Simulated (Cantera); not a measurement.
Input: 1 mol (CH3)2SiCl2, 4.2 mol HCl, 170 mol H2, at 0.133 bar.

These are equilibrium values from Cantera (NASA tables, ideal gas, pure condensed phases), not measurements of a reactor. Candidate condensed phases: C, C6H6, C7H8, C8H18, Si, SiC; 109 gas species. The feed counts by its element totals alone. Rates play no part.

Task: At 952 °C, list the 3 most abundant gas species with their mole fractions, and the condensed phases.

Result: H2 0.964, HCl 0.0348, CH4 0.00163. Condensed: C(graphite) + SiC(s).
